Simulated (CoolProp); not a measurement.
A simple Rankine cycle with water: condensing at 321.15 K, boiler at 4.75 MPa, turbine inlet 538.9 K, turbine efficiency 0.6, pump efficiency 0.8, no recuperator. Each further row changes one setting.

The numbers come from the reference Helmholtz-energy equation of state, Wagner 2002 in CoolProp.

```
case                             thermal efficiency (%)  net work (kJ/kg)  heat in (kJ/kg)  turbine exit temperature (K)  volume ratio over the turbine
-------------------------------  ----------------------  ----------------  ---------------  ----------------------------  -----------------------------
as stated                                             ?                 ?             2610                         321.1                            270
turbine inlet 558.9 K                              20.5                 ?             2680                         321.1                              ?
condensing temperature 313.15 K                    21.1               557                ?                         313.1                            397
boiler pressure 3.32 MPa                              ?               524             2680                         321.1                            181
turbine efficiency 0.5                             16.9                 ?             2610                         321.1                            282
```

Problem. Complete the blanks.

Solution. 
- as stated, thermal efficiency (%): 20.4
- as stated, net work (kJ/kg): 531
- turbine inlet 558.9 K, net work (kJ/kg): 549
- turbine inlet 558.9 K, volume ratio over the turbine: 257
- condensing temperature 313.15 K, heat in (kJ/kg): 2640
- boiler pressure 3.32 MPa, thermal efficiency (%): 19.5
- turbine efficiency 0.5, net work (kJ/kg): 442

The expansion ends wet for: as stated; turbine inlet 558.9 K; condensing temperature 313.15 K; boiler pressure 3.32 MPa; turbine efficiency 0.5.
